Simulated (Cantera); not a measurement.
# BN + O2 (nitride etching)

Feed: 1 mol BN, 4.9 mol O2, held at 81000 Pa.

Cantera equilibrium calculation (NASA polynomials, part measured and part estimated; ideal gas, pure solids and liquids). Candidate condensed phases: B, BN, B2O3; 17 gas species. Equilibrium is a limit: real reactors are often held back by kinetics, nucleation or transport.

```tsv
T (K)	x O2	x N2	x B2O3	x BO2	x NO	x O	x NO2	n B2O3(l)
1573	0.892	0.107	0.000111	4.20e-5	0.00131	1.10e-5	1.05e-5	0.499
1623	0.891	0.107	0.000271	9.04e-5	0.00162	2.00e-5	1.14e-5	0.499
1673	0.891	0.106	0.000627	0.000186	0.00198	3.50e-5	1.23e-5	0.497
1723	0.890	0.106	0.00138	0.000365	0.00239	5.96e-5	1.32e-5	0.493
1773	0.888	0.106	0.00289	0.000691	0.00285	9.83e-5	1.41e-5	0.485
1823	0.884	0.105	0.00580	0.00126	0.00336	0.000158	1.49e-5	0.470
1873	0.878	0.104	0.0112	0.00222	0.00392	0.000246	1.57e-5	0.442
1923	0.868	0.103	0.0208	0.00378	0.00451	0.000375	1.64e-5	0.392
1973	0.850	0.100	0.0375	0.00626	0.00510	0.000556	1.68e-5	0.303
2023	0.821	0.0968	0.0654	0.0101	0.00565	0.000802	1.68e-5	0.146
2073	0.795	0.0936	0.0896	0.0142	0.00623	0.00114	1.68e-5	0
2123	0.793	0.0931	0.0881	0.0169	0.00704	0.00161	1.76e-5	0
2173	0.791	0.0925	0.0865	0.0200	0.00789	0.00225	1.83e-5	0
```
x: gas mole fraction; n: condensed amount in mol.

From 1573 K to 2023 K the condensed part is B2O3(l). From 2073 K to 2173 K nothing is condensed. The main B-bearing gas is B2O3 throughout.
